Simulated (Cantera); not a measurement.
Input: 1 mol MgSO4, 0.32 mol C, 6.4 mol O2, at 1950 °C.

Equilibrium computed with Cantera from the NASA thermochemical tables; the gas is ideal and each condensed phase is pure. Candidate condensed phases: C, Mg, MgCO3, MgO, MgS, MgSO4, S; 26 gas species. Rates play no part.

### Question
At 42.0 Pa, list the 5 most abundant gas species with their mole fractions, and the condensed phases.

### Answer
O2 0.680, O 0.126, SO2 0.102, Mg 0.0492, CO2 0.0244. Condensed: MgO(s).
